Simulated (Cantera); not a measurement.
A Cantera script and its output.

```python
import numpy as np
import cantera as ct

gas = ct.Solution("gri30.yaml")


def delay(T, t_max=10):
    gas.TPX = T, 100000, {'CO': 1, 'H2': 0.033, 'O2': 0.258, 'N2': 1.58}
    reactor = ct.IdealGasReactor(gas, clone=False)
    net = ct.ReactorNet([reactor])
    net.rtol, net.atol = 1e-8, 1e-16
    while net.time < t_max:
        t_old, T_old = net.time, reactor.T
        net.step()
        if reactor.T > T + 400:  # ignition: a rise of 400 K
            return t_old + (T + 400 - T_old) / (reactor.T - T_old) * (net.time - t_old)
    return np.nan


taus = []
for T in [900, 1000, 1100, 1200, 1300, 1400, 1500]:
    taus.append(delay(T))
    print(f"T0 = {T:6g} K   tau = {taus[-1]:.4e} s")
```

Result:

```
T0 =    900 K   tau = 3.8482e-02 s
T0 =   1000 K   tau = 1.1860e-03 s
T0 =   1100 K   tau = 3.5843e-04 s
T0 =   1200 K   tau = 2.0069e-04 s
T0 =   1300 K   tau = 1.4120e-04 s
T0 =   1400 K   tau = 1.1318e-04 s
T0 =   1500 K   tau = 9.9458e-05 s
```

Computed with Cantera and GRI-Mech 3.0 (53 species, 325 reactions). Below about 950 K walls govern HO2 and H2O2 in real vessels. Where the delays flatten at high temperature, the 400 K rule measures the pace of heat release, not the induction time.
